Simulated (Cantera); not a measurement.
A perfectly stirred reactor is fed with 5.87 % CH4, 1.41 % CO, 19.4 % O2, 73.3 % N2, equivalence ratio 0.64, at 10.0 bar; it is adiabatic with a 325 K inlet, and is followed from long to short residence time, starting on the burning branch (τ in s: 0.17, 0.066, 0.025, 0.0094, 0.0035, 0.0013, 0.0005, 0.00019, 7.2e-05, 2.7e-05, 1e-05, 3.9e-06).

Detailed kinetics in Cantera: GRI-Mech 3.0 (53 species, 325 reactions).

**Question.** Predict: blow-out, bracketed by the residence times tried; x(CH4) at τ = 0.170 s; x(CO) at τ = 0.170 s; x(O2) at τ = 0.170 s; x(CH2O) at τ = 0.170 s; x(N2O) at τ = 0.170 s; x(CH4) at τ = 0.500 ms; x(CO) at τ = 0.500 ms; x(O2) at τ = 0.500 ms; x(CH2O) at τ = 0.500 ms; x(N2O) at τ = 0.500 ms.

**Answer.** blow-out, bracketed by the residence times tried: burning at 0.500 ms, out at 0.190 ms
x(CH4) at τ = 0.170 s: 3.10e-6
x(CO) at τ = 0.170 s: 6.30e-5
x(O2) at τ = 0.170 s: 0.0702
x(CH2O) at τ = 0.170 s: 3.12e-7
x(N2O) at τ = 0.170 s: 4.80e-7
x(CH4) at τ = 0.500 ms: 0.000312
x(CO) at τ = 0.500 ms: 0.00553
x(O2) at τ = 0.500 ms: 0.0735
x(CH2O) at τ = 0.500 ms: 3.66e-5
x(N2O) at τ = 0.500 ms: 2.31e-6
